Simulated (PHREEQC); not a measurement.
A made-up water analysis in mg/L, 25 °C, pH 6.2, pe 0.8:

```json
[
 {"constituent": "Na", "mg/L": "14.3"},
 {"constituent": "K", "mg/L": "0.464"},
 {"constituent": "Ca", "mg/L": "1.19"},
 {"constituent": "Mg", "mg/L": "0.0251"},
 {"constituent": "Cl", "mg/L": "4.08"},
 {"constituent": "S(6) as SO4", "mg/L": "3.69"},
 {"constituent": "Alkalinity as HCO3", "mg/L": "31.8"},
 {"constituent": "Si as SiO2", "mg/L": "0.263"},
 {"constituent": "Li", "mg/L": "0.0172"},
 {"constituent": "Zn", "mg/L": "0.608"},
 {"constituent": "Sr", "mg/L": "0.0164"},
 {"constituent": "B", "mg/L": "0.0552"},
 {"constituent": "Mn(2)", "mg/L": "0.796"}
]
```

Valence states are taken as typed.

The numbers come from PHREEQC with the ion-association model, phreeqc.dat.

No solid was allowed to form.

Task: What charge-balance error does the model give?

Result: charge-balance error 2.2 %.

Task: In which forms is C present?

Result: CO2 58 %, HCO3- 42 % of the C.
